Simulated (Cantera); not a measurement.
Charge: 1 mol V2O3, a varied amount of H2, 0.038 mol H2O, held at 1823 K and 263 Torr.

These are equilibrium values from Cantera (NASA tables, ideal gas, pure condensed phases), not measurements of a reactor. Candidate condensed phases: H2O, V, VO, V2O3, V2O4, V2O5; 12 gas species. Mutual solubility and eutectic melting of coexisting phases are not modelled. VO: taken at fixed stoichiometry. Condensed phases not in the tables: the oxides between V2O3 and V2O5 other than VO2. Equilibrium is a limit: real reactors are often held back by kinetics, nucleation or transport.

x: gas mole fraction; n: condensed amount in mol.

```tsv
n(H2) (mol)	x H2	x H2O	x H	x VO2	x OH	x VO	x V	n VO(s)	n V2O3(s)
9.4	0.984	0.0157	0.000726	1.86e-6	8.07e-7	2.70e-7	2.87e-9	?	0.890
12	0.984	0.0157	0.000726	1.86e-6	8.07e-7	2.70e-7	2.87e-9	?	0.849
17	0.984	0.0157	0.000726	1.86e-6	8.07e-7	2.70e-7	2.87e-9	?	0.770
22	0.984	0.0157	0.000726	1.86e-6	8.07e-7	2.70e-7	2.87e-9	?	0.692
29	0.984	0.0157	0.000726	1.86e-6	8.07e-7	2.70e-7	2.87e-9	?	0.582
38	0.984	0.0157	0.000726	1.86e-6	8.07e-7	2.70e-7	2.87e-9	?	0.440
51	0.984	0.0157	0.000726	1.86e-6	8.07e-7	2.70e-7	2.87e-9	?	0.236
68	0.984	0.0152	0.000726	1.81e-6	7.83e-7	2.70e-7	2.96e-9	2.00	0
90	0.988	0.0115	0.000728	1.36e-6	5.91e-7	2.70e-7	3.93e-9	2.00	0
120	0.991	0.00864	0.000729	1.02e-6	4.43e-7	2.70e-7	5.26e-9	2.00	0
```

**Question.** Some entries are withheld; supply them.

**Answer.** 
- 9.4, n VO(s): 0.221
- 12, n VO(s): 0.302
- 17, n VO(s): 0.459
- 22, n VO(s): 0.616
- 29, n VO(s): 0.836
- 38, n VO(s): 1.12
- 51, n VO(s): 1.53
